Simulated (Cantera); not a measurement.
# Si₂Cl₆ + N₂ (silicon nitride deposition)

A closed system holds: 1 mol Si₂Cl₆, 78 mol N₂, equilibrated at 1873 K and 27.0 Pa.

Cantera equilibrium calculation (NASA polynomials, part measured and part estimated; ideal gas, pure solids and liquids). Candidate condensed phases: Si, Si₃N₄; 13 gas species. The feed counts by its element totals alone. The tables' values for SiCl, SiCl₃ are old estimates; treat these amounts as uncertain. Kinetics and transport are ignored.

* **x(N₂)**: 0.950
* **x(Cl)**: 0.0253
* **x(SiCl₂)**: 0.0236
* **x(Si)**: 0.000380
* **x(SiCl)**: 0.000303
* **x(SiCl₃)**: 0.000122
* **x(SiN)**: 2.19e-6
* **gas amount**: 82.08 mol
* **log10 activity of Si(l) (absent)**: -1.93
